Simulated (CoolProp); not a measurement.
Acetone at several states: density (kg/m³) from the reference equation and from simpler models built on Tc = 508.1 K, pc = 46.92 bar, ω = 0.307; each cubic takes its own stable root.

Computed with CoolProp (reference Helmholtz-energy equation of state, Lemmon 2006). It is a short technical equation, of lower accuracy than the large ones.

```json
[
 {"T (K)": "499", "p (bar)": "200", "phase": "liquid", "reference": "575.9", "van der Waals": "351.6", "Redlich-Kwong": "450.6"},
 {"T (K)": "350.2", "p (bar)": "0.244", "phase": "gas", "reference": "0.4911", "van der Waals": "0.4885", "Redlich-Kwong": "0.4891"},
 {"T (K)": "327.1", "p (bar)": "44.6", "phase": "liquid", "reference": "756.9", "van der Waals": "394.7", "Redlich-Kwong": "572.1"},
 {"T (K)": "493.4", "p (bar)": "82.3", "phase": "liquid", "reference": "520.6", "van der Waals": "303.5", "Redlich-Kwong": "381.9"},
 {"T (K)": "202.9", "p (bar)": "66.3", "phase": "liquid", "reference": "890.3", "van der Waals": "450.6", "Redlich-Kwong": "666.9"}
]
```
